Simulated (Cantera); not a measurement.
# Premixed flame

A freely propagating, adiabatic, planar premixed flame of H₂ : O₂ : N₂ = 1 : 0.588 : 2.24 (molar parts), equivalence ratio 0.85, unburnt at 575 K and 100.0 Torr; mixture-averaged transport, grid criteria slope 0.08 and curve 0.16, no radiation.

Model: the H2/O2 subset of GRI-Mech 3.0, which has no nitrogen chemistry, integrated in Cantera. Burning velocities carry a grid error of a few per cent, more on coarse grids.

| z (mm) | T (K) | u (m/s) | x H₂ | x O₂ | x H₂O₂ | x HO₂ | x H | x H₂O |
|---|---|---|---|---|---|---|---|---|
| -19.3 | 575 | 4.98 | 0.261 | 0.154 | <1e-8 | <1e-8 | <1e-8 | <1e-8 |
| -12.8 | 575 | 4.98 | 0.261 | 0.154 | <1e-8 | <1e-8 | <1e-8 | <1e-8 |
| -9.63 | 575 | 4.98 | 0.261 | 0.154 | <1e-8 | <1e-8 | <1e-8 | <1e-8 |
| -6.42 | 575 | 4.98 | 0.261 | 0.154 | <1e-8 | 2.58e-7 | 7.86e-8 | 1.55e-8 |
| -3.21 | 581 | 5.03 | 0.260 | 0.154 | 6.66e-7 | 5.50e-5 | 0.000198 | 0.000391 |
| -1.61 | 698 | 5.97 | 0.239 | 0.150 | 1.20e-6 | 3.92e-5 | 0.00651 | 0.0106 |
| 0 | 1081 | 8.97 | 0.119 | 0.108 | 7.69e-7 | 1.66e-5 | 0.0530 | 0.101 |
| 1.61 | 1358 | 11.1 | 0.0383 | 0.0551 | 9.38e-7 | 7.38e-6 | 0.0720 | 0.192 |
| 3.21 | 1481 | 12.0 | 0.0340 | 0.0483 | 7.08e-7 | 5.53e-6 | 0.0633 | 0.204 |
| 6.42 | 1620 | 13.0 | 0.0343 | 0.0449 | 4.18e-7 | 4.26e-6 | 0.0506 | 0.212 |
| 12.8 | 1773 | 14.1 | 0.0331 | 0.0414 | 2.16e-7 | 3.20e-6 | 0.0375 | 0.222 |
| 25.7 | 1928 | 15.2 | 0.0299 | 0.0379 | 1.15e-7 | 2.34e-6 | 0.0256 | 0.234 |
| 51.4 | 2074 | 16.1 | 0.0250 | 0.0345 | 7.11e-8 | 1.76e-6 | 0.0158 | 0.247 |
x: mole fraction of selected species; z is measured from the peak of heat release.

```yaml
laminar_burning_velocity: 498 cm/s
thermal_thickness: 6.42 mm
peak x(H₂O₂): 1.41e-6
peak x(HO₂): 5.69e-5
peak x(H): 0.0728
grid_points: 134
```
